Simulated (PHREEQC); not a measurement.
1 kg of water holding 0.056 mol/kgw Na2SO4, 0.017 mol/kgw Na2CO3, 0.004 mol/kgw NaHCO3 and 0.0057 mol/kgw NaCl is evaporated at 25 °C; the solids stay in contact with the brine. CO2 is held at log p = -3.4 (atm). The run lets Burkeite, Halite, Mirabilite, Nahcolite, Natron, Thenardite, Trona precipitate or redissolve, and no other solid.

Model: Pitzer model, pitzer.dat, run in PHREEQC.

Question: Predict ionic strength, C in solution (mol/kgw) at water left (kg) = 0.6754, 0.4562, 0.2533, 0.1711, 0.04334.

Answer: 
```
water left (kg)  ionic strength  C in solution (mol/kgw)
---------------  --------------  -----------------------
0.6754                    0.328                   0.0421
0.4562                    0.488                   0.0595
0.2533                    0.885                    0.100
0.1711                     1.32                    0.143
0.04334                    5.25                    0.511
```

Complexes and solids missing from the database can't appear.
